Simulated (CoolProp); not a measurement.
Vapour-liquid equilibrium of n-hexane (1) + toluene (2) at 0.4 bar; x and y are mole fractions of (1).

Model: multi-fluid Helmholtz-energy mixture model, Thol 2019 and Lemmon 2006; pair parameters Bell 2016, in CoolProp.

```tsv
x	bubble temperature, mixture model (K)	bubble temperature, Raoult's law (K)	y, mixture model	y, Raoult's law
0.05	348.2	350.3	0.219	0.164
0.125	341.7	345.4	0.427	0.354
0.2	336.9	341.1	0.557	0.495
0.275	333.2	337.4	0.646	0.604
0.35	330.1	334.0	0.712	0.688
0.425	327.6	331.0	0.763	0.755
0.5	325.5	328.3	0.805	0.810
0.575	323.6	325.8	0.841	0.854
0.65	321.8	323.5	0.873	0.891
0.725	320.2	321.4	0.903	0.921
0.8	318.7	319.5	0.931	0.947
0.875	317.3	317.7	0.957	0.970
0.95	315.9	316.0	0.983	0.989
```

The largest gap from Raoult's law is -4.2 K in bubble temperature, at x = 0.275. No azeotrope shows between x = 0.05 and 0.95.

Pair parameters are fitted to limited data, so mixtures are less certain than the pure fluids.
